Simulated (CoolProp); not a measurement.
A single-stage vapour-compression cycle with fluoroethane (R161): evaporating at 245.15 K (dew point), condensing at 293.15 K (bubble point), superheat 8 K, subcooling 5 K, compressor efficiency 0.65, no pressure losses. Each further row changes one setting.

The numbers come from the reference Helmholtz-energy equation of state, Wu 2012 in CoolProp.

| case | cooling COP | pressure ratio | discharge temperature (K) | refrigerating effect (kJ/kg) | volumetric capacity (kJ/m³) |
|---|---|---|---|---|---|
| as stated | 2.80 | 5.22 | 354.8 | 333 | 1220 |
| evaporating temperature 250.15 K | 3.25 | 4.25 | (withheld) | (withheld) | (withheld) |
| condensing temperature 288.15 K | (withheld) | 4.52 | (withheld) | 344 | 1260 |
| subcooling 10 K | 2.90 | 5.22 | 354.8 | 344 | 1260 |
| superheat 18 K | 2.78 | 5.22 | 365.8 | 345 | 1210 |
| compressor efficiency 0.55 | 2.37 | 5.22 | 368.9 | 333 | 1220 |

Q: What belongs in the gaps?

A: 
- evaporating temperature 250.15 K, discharge temperature (K): 347.8
- evaporating temperature 250.15 K, refrigerating effect (kJ/kg): 337
- evaporating temperature 250.15 K, volumetric capacity (kJ/m³): 1500
- condensing temperature 288.15 K, cooling COP: 3.20
- condensing temperature 288.15 K, discharge temperature (K): 345.9
